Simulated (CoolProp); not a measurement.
The numbers come from the reference Helmholtz-energy equation of state, Lemmon 2005 in CoolProp. It is a short technical equation, of lower accuracy than the large ones.

Problem. Give the vapour pressure (kPa), vapour density (kg/m³), enthalpy of vaporisation (kJ/kg) of saturated isobutene at 265, 270.5, 275.9 K.

Solution. 
```tsv
T (K)	p (kPa)	vapour density (kg/m³)	enthalpy of vaporisation (kJ/kg)
265	96.9	2.57	393
270.5	120	3.14	387
275.9	146	3.78	382
```
